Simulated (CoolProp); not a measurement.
Saturated liquid density (kg/m³) of toluene: the reference equation beside estimates from Tc = 591.7 K, pc = 4.126 MPa, ω = 0.266.

The numbers come from the reference Helmholtz-energy equation of state, Lemmon 2006 in CoolProp. It is a short technical equation, of lower accuracy than the large ones.

```
T (K)  reference  Redlich-Kwong  Soave-Redlich-Kwong  Peng-Robinson
-----  ---------  -------------  -------------------  -------------
468          ___          570.6                599.6          680.4
480          ___          553.0                581.9          660.5
492        650.1            ___                562.9            ___
504        632.0          514.4                  ___          615.6
515.9      612.6          493.3                520.4          590.3
527.9      591.2            ___                  ___          562.2
539.9      567.4          445.1                  ___          530.8
551.9      540.2          416.9                438.6          495.1
```

Problem. Some entries are withheld; supply them.

Solution. 
- 468, reference: 683.1
- 480, reference: 667.0
- 492, Redlich-Kwong: 534.3
- 492, Peng-Robinson: 639.0
- 504, Soave-Redlich-Kwong: 542.4
- 527.9, Redlich-Kwong: 470.3
- 527.9, Soave-Redlich-Kwong: 496.0
- 539.9, Soave-Redlich-Kwong: 469.1

Absolute difference from the reference over all 8 rows, mean and median: Redlich-Kwong 19.3 and 19.0 %, Soave-Redlich-Kwong 15.0 and 14.6 %, Peng-Robinson 3.6 and 3.1 %.
